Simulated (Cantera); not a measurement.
A closed system holds: 1 mol PbS, 1.8 mol H2, at 1198.15 K and 180 Pa.

Method: chemical equilibrium by Gibbs-energy minimisation in Cantera with the NASA 1993 tables (ideal gas, pure condensed phases). Candidate condensed phases: Pb, PbS, S; 10 gas species. Gases not in the tables: S3 to S7. Kinetics and transport are ignored.

Base state: H2 0.607, PbS 0.316, Pb 0.0400, H2S 0.0333, S2 0.00326, SH 0.000161 (mole fractions); condensed: gas only.

Task: What changes in the equilibrium state with this change: H2 from 1.8 to 2200 mol?

Result: 
| species | before | after |
|---|---|---|
| H2 | 0.607 | 0.999 |
| Pb | 0.0400 | 0.000428 |
| H2S | 0.0333 | 0.000426 |
| PbS | 0.316 | 2.63e-5 |
| S2 | 0.00326 | 1.97e-7 |
| SH | 0.000161 | 1.60e-6 |
